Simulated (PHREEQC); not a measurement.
NaOH is added in steps, without added water, to 1 kg of water holding 1 mol/kgw Na2SO4 and 0.54 mol/kgw NaHCO3, at 73 °C. CO2 from the air is kept out. No solid was allowed to form.

Base run: PHREEQC, Pitzer model, pitzer.dat. Each further column changes one thing. The table gives pH.

| NaOH added (mol) | base | Na2SO4 left out | diluted 10-fold with water | temperature from 73 to 80 °C | solids may form |
|---|---|---|---|---|---|
| 0 | 7.43 | 7.70 | 7.83 | 7.44 | 7.43 |
| 0.02875 | 8.10 | 8.19 | 9.60 | 8.11 | 8.10 |
| 0.0575 | 8.42 | 8.48 | ___ | 8.43 | 8.42 |
| 0.08625 | 8.62 | 8.69 | ___ | 8.63 | 8.62 |
| 0.115 | 8.78 | 8.84 | 11.33 | 8.79 | 8.78 |
| 0.1437 | 8.91 | 8.97 | 11.49 | 8.92 | 8.91 |
| 0.1725 | 9.02 | 9.09 | 11.61 | 9.04 | 9.02 |
| 0.2013 | 9.13 | 9.20 | ___ | 9.14 | 9.13 |
| 0.23 | 9.23 | 9.30 | 11.78 | 9.24 | 9.23 |

Q: Complete the blanks.

A: 
- 0.0575, diluted 10-fold with water: 10.50
- 0.08625, diluted 10-fold with water: 11.07
- 0.2013, diluted 10-fold with water: 11.71

In brines, pH and single-ion activities rest on the MacInnes convention. Away from 25 °C the constants follow the database's enthalpies or fits; those with neither stay at their 25 °C values. Solids allowed in the column 'solids may form': Burkeite, Mirabilite, Nahcolite, Natron, Thenardite, Trona.
